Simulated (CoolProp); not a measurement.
A single-stage vapour-compression cycle with the fluid: evaporating at 264.15 K (dew point), condensing at 288.15 K (bubble point), superheat 8 K, subcooling 5 K, compressor efficiency 0.85, no pressure losses. The same conditions are run with several fluids, on thermodynamics alone (safety and materials aside).

Values from CoolProp's reference Helmholtz-energy equation of state of each fluid (R410A: Lemmon 2003; R507A: Lemmon 2003; nitrous oxide: Lemmon 2006; R22: Kamei 1995; ethane: Bücker 2006; R141b: Lemmon 2006). Blends and air are pseudo-pure fits.

Task: Rank R410A, R507A, nitrous oxide, R22, ethane, R141b by cooling COP, highest first.

Result: R141b (8.94), R22 (8.58), R507A (8.44), R410A (8.35), nitrous oxide (7.33), ethane (7.23)

```csv
fluid,pressure ratio,discharge temperature (K),refrigerating effect (kJ/kg),volumetric capacity (kJ/m³)
R410A,2.12,311.5,211,4560
R507A,2.10,301.1,151,3460
nitrous oxide,1.83,319.0,224,13600
R22,2.15,313.4,195,2970
ethane,1.77,309.0,287,9470
R141b,2.91,307.3,226,217
```
